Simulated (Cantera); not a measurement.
# Thermodynamics of halide evaporation, hydrolysis and transport, feed PbF2 + H2

Feed: 1 mol PbF2, 0.22 mol H2, held at 1927 °C.

Cantera equilibrium calculation (NASA polynomials, part measured and part estimated; ideal gas, pure solids and liquids). Candidate condensed phases: Pb, PbF2; 16 gas species. Rates play no part.

| P (Pa) | log p F | log p PbF2 | log p Pb | log p HF | log p PbF | log p PbF4 |
|---|---|---|---|---|---|---|
| 0.100 | -6.28 | -11.31 | -6.48 | -6.86 | -9.10 | -17.82 |
| 0.460 | -5.62 | -9.33 | -5.82 | -6.17 | -7.78 | -14.52 |
| 2.20 | -4.95 | -7.31 | -5.15 | -5.48 | -6.44 | -11.17 |
| 10 | -4.34 | -5.49 | -4.55 | -4.78 | -5.22 | -8.11 |
| 46 | -3.89 | -4.08 | -4.04 | -4.00 | -4.27 | -5.80 |
| 220 | -3.67 | -3.13 | -3.52 | -3.22 | -3.53 | -4.42 |
| 1000 | -3.61 | -2.40 | -2.92 | -2.53 | -2.87 | -3.58 |
| 4600 | -3.60 | -1.73 | -2.27 | -1.85 | -2.21 | -2.87 |
| 22000 | -3.59 | -1.04 | -1.59 | -1.17 | -1.53 | -2.18 |
| 100000 | -3.59 | -0.38 | -0.94 | -0.52 | -0.87 | -1.52 |
log p: log10 of the partial pressure in bar; nothing condenses.

From 1.00e-6 bar to 1.00 bar nothing is condensed. The main Pb-bearing gas is Pb at 1.00e-6 bar and PbF2 at 1.00 bar.
